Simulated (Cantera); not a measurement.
**Si + Cl2 + H2 + HCl (chlorosilane synthesis and conversion)**

Feed: 1 mol Si, 1.8 mol Cl2, 6.1 mol H2, 3.8 mol HCl, at 750 Torr.

These are equilibrium values from Cantera (NASA tables, ideal gas, pure condensed phases), not measurements of a reactor. Candidate condensed phases: Si; 19 gas species. The tables' values for SiCl3 are old estimates; treat these amounts as uncertain. The numbers say what is thermodynamically allowed, not how fast it happens.

```tsv
T (K)	x H2	x HCl	x SiCl4	x SiCl2	x SiCl3	x SiHCl3
1098	0.586	0.320	0.0908	4.63e-6	0.000173	0.00242
1148	0.585	0.321	0.0897	1.87e-5	0.000390	0.00328
1198	0.584	0.323	0.0882	6.62e-5	0.000813	0.00429
1248	0.582	0.325	0.0861	0.000209	0.00158	0.00543
1298	0.579	0.328	0.0831	0.000587	0.00286	0.00662
1348	0.575	0.332	0.0789	0.00148	0.00482	0.00775
1398	0.569	0.339	0.0731	0.00333	0.00755	0.00862
1448	0.560	0.348	0.0655	0.00666	0.0109	0.00904
1498	0.549	0.359	0.0563	0.0118	0.0144	0.00886
1548	0.536	0.373	0.0462	0.0187	0.0176	0.00813
```
x: gas mole fraction; nothing condenses.

From 1098 K to 1548 K nothing is condensed. The main Si-bearing gas is SiCl4 throughout.
